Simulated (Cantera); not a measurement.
**Silicon oxide and oxynitride deposition: SiH4 + O2 + N2**

Input: 1 mol SiH4, 0.39 mol O2, 4.1 mol N2, at 1450 K and 50.0 mbar.

Equilibrium computed with Cantera from the NASA thermochemical tables; the gas is ideal and each condensed phase is pure. Candidate condensed phases: H2O, Si, SiO2, Si2N2O, Si3N4; 35 gas species. N2 is the only nitrogen source here; it is nearly inert below about 1500 K, so the nitride shown seldom forms there in practice. Mutual solubility and eutectic melting of coexisting phases are not modelled. The tables hold silica as quartz up to 1696 K and as liquid above; real silica turns to tridymite and cristobalite and melts near 1996 K. Rates play no part.

* **x(N2)**: 0.649
* **x(H2)**: 0.351
* **x(H2O)**: 7.73e-5
* **x(SiO)**: 3.48e-5
* **x(H)**: 2.51e-5
* **n(SiO2(β-quartz))**: 0.186 mol
* **n(Si2N2O(s))**: 0.407 mol
* **gas amount**: 5.694 mol
* **log10 activity of Si(s) (absent)**: -4.13
